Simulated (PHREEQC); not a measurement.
A solution holds 0.018 mol/kgw NaNO3, 7.8e-05 mol/kgw Mn(NO3)2 and 0.046 mol/kgw NiSO4, at 10 °C. Closed to the air; pH follows from the charge balance.

Equilibrium calculation in PHREEQC: ion-association model, wateq4f.dat.

```json
{
 "pH": "6.27",
 "ionic_strength": "0.134 mol/kgw"
}
```

```csv
species,molality,activity,log γ
Ni+2,0.0293,0.0103,-0.453
SO4-2,0.0284,0.00983,-0.461
NO3-,0.0182,0.0133,-0.134
Na+,0.0172,0.0133,-0.113
NiSO4,0.0167,0.0172,0.013
NaSO4-,0.000764,0.000592,-0.111
```

Precipitation was switched off in this run. Complexes and solids missing from the database can't appear. In wateq4f.dat the enthalpy of Ni(OH)2 has the wrong sign, so its saturation index can't be trusted away from 25 °C. Away from 25 °C the constants follow the database's enthalpies or fits; those with neither stay at their 25 °C values.
